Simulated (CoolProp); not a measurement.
n-perfluorobutane at 298.15 K and 0.0565 MPa is compressed adiabatically to 0.194 MPa with isentropic efficiency 0.6. Each further row changes one setting.

Computed with CoolProp (reference Helmholtz-energy equation of state, Gao 2022).

```csv
case,work (kJ/kg),final temperature (K),final density (kg/m³)
as stated,21.2,323.8,(withheld)
efficiency 1,12.7,(withheld),18.7
efficiency 0.65,19.6,(withheld),(withheld)
```

**Question.** Fill in the missing entries.

**Answer.** 
- as stated, final density (kg/m³): 18.1
- efficiency 1, final temperature (K): 314.4
- efficiency 0.65, final temperature (K): 322.0
- efficiency 0.65, final density (kg/m³): 18.2
